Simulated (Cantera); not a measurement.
# Pb + N₂ (iron carbonyl, mercury and lead vapours)

Feed: 1 mol Pb, 43 mol N₂, equilibrated at 425 °C and 65000 Pa.

Cantera equilibrium calculation (NASA polynomials, part measured and part estimated; ideal gas, pure solids and liquids). Candidate condensed phases: Pb; 4 gas species. Kinetics and transport are ignored.

```yaml
x(N₂): 1.00
n(Pb(l)): 1.00 mol
gas_amount: 43.00 mol
```
